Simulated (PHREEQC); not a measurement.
A PHREEQC speciation (ion-association model, wateq4f.dat) at 77 °C gives pH 1.50 and these molalities:

```tsv
species	mol/kgw
H+	0.0377
HSO4-	0.0343
SO4-2	0.00577
Ni+2	0.00410
NiSO4	0.00110
```

**Question.** What are the element totals, and what could have been dissolved in 1 kg of water to give them?

**Answer.** This is not unique; one that fits is totals Ni 0.00520, S(6) 0.0412 mol/kgw, from 5.2 mmol/kgw NiSO4 and 36 mmol/kgw H2SO4.

This is a speciation only: nothing precipitates in the calculation. Away from 25 °C the constants follow the database's enthalpies or fits; those with neither stay at their 25 °C values.
